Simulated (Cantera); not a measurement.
## Pyrogenic steam for wet oxidation

A perfectly stirred reactor is fed with 24.6 % H2, 14.5 % O2, 60.9 % N2, at 97.5 Torr; it is held at 1325 K, and followed from long to short residence time.

Computed with Cantera and the H2/O2 subset of GRI-Mech 3.0, which has no nitrogen chemistry. The temperature is held fixed by assumption; the heat of reaction is taken as removed at once.

```json
[
 {"τ (s)": "1.6", "x H2": "0.000833", "x O2": "0.0250", "x H2O2": "2.93e-7", "x H": "0.000141", "x O": "0.000134", "x H2O": "0.279"},
 {"τ (s)": "0.76", "x H2": "0.00135", "x O2": "0.0252", "x H2O2": "3.87e-7", "x H": "0.000293", "x O": "0.000220", "x H2O": "0.279"},
 {"τ (s)": "0.36", "x H2": "0.00217", "x O2": "0.0255", "x H2O2": "4.97e-7", "x H": "0.000607", "x O": "0.000362", "x H2O": "0.277"},
 {"τ (s)": "0.17", "x H2": "0.00345", "x O2": "0.0261", "x H2O2": "6.19e-7", "x H": "0.00124", "x O": "0.000594", "x H2O": "0.275"},
 {"τ (s)": "0.080", "x H2": "0.00538", "x O2": "0.0270", "x H2O2": "7.42e-7", "x H": "0.00248", "x O": "0.000969", "x H2O": "0.272"},
 {"τ (s)": "0.038", "x H2": "0.00811", "x O2": "0.0284", "x H2O2": "8.49e-7", "x H": "0.00476", "x O": "0.00156", "x H2O": "0.267"},
 {"τ (s)": "0.018", "x H2": "0.0118", "x O2": "0.0305", "x H2O2": "9.29e-7", "x H": "0.00882", "x O": "0.00248", "x H2O": "0.259"},
 {"τ (s)": "0.0084", "x H2": "0.0166", "x O2": "0.0335", "x H2O2": "9.73e-7", "x H": "0.0157", "x O": "0.00391", "x H2O": "0.248"},
 {"τ (s)": "0.0040", "x H2": "0.0221", "x O2": "0.0374", "x H2O2": "9.77e-7", "x H": "0.0262", "x O": "0.00595", "x H2O": "0.234"},
 {"τ (s)": "0.0019", "x H2": "0.0283", "x O2": "0.0421", "x H2O2": "9.46e-7", "x H": "0.0408", "x O": "0.00875", "x H2O": "0.215"}
]
```
x: mole fraction; the columns are a selection and need not sum to one.
